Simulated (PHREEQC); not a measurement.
Solution A (0.011 mol HF and 0.04 mol ZnBr2 per kg of water) is mixed with solution B (0.011 mol KOH per kg of water) at 20 °C; shares are by mass of water, 1 kg in all. O2 is buffered at 0.21 atm. The system is closed to CO2. Only these solids could form: Zincite(c), ZnF2.

The series has 21 steps of share of solution B, from 0 to 1.

The numbers come from PHREEQC with the ion-association model, wateq4f.dat.

Which solids form, in which order, and at which step of the series does each first stand?

Zincite(c) from share of solution B = 0.55 (pH 6.76), last present at share of solution B = 0.95.

Between which two steps does the pH jump most, and from what to what?

Between share of solution B = 0.85 and 0.9: from 7.15 to 11.03.
